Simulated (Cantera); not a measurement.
Input: 1 mol C₂F₆, a varied amount of HCl, equilibrated at 698 K and 39.0 mbar.

Equilibrium computed with Cantera from the NASA thermochemical tables; the gas is ideal and each condensed phase is pure. Candidate condensed phases: C, C₆H₆, C₇H₈, C₈H₁₈; 118 gas species. The feed counts by its element totals alone. Condensed phases not in the tables: fluorocarbon polymer. Gases not in the tables: C₂F₆ and larger saturated fluorocarbons. The numbers say what is thermodynamically allowed, not how fast it happens.

Task: At 0.63 mol HCl, list the 4 most abundant gas species with their mole fractions, and the condensed phases.

Result: CF₄ 0.684, HCl 0.259, HF 0.0350, Cl₂ 0.0125. Condensed: C(graphite).
